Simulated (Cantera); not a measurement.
A closed system holds: 1 mol Fe₃O₄, 1.6 mol H₂, 4.5 mol H₂O, equilibrated at 1 atm.

These are equilibrium values from Cantera (NASA tables, ideal gas, pure condensed phases), not measurements of a reactor. Candidate condensed phases: Fe, FeO, Fe(OH)₂, Fe(OH)₃, Fe₂O₃, Fe₃O₄, H₂O; 12 gas species. The tables' stoichiometric FeO is somewhat more stable than real wüstite, so its field is too wide. FeO: taken at fixed stoichiometry. Equilibrium is a limit: real reactors are often held back by kinetics, nucleation or transport.

**Question.** At 1823 K, list the 4 most abundant gas species with their mole fractions, and the condensed phases.

**Answer.** H₂O 0.901, H₂ 0.0983, Fe(OH)₂ 0.000148, H 0.000135. Condensed: FeO(l).
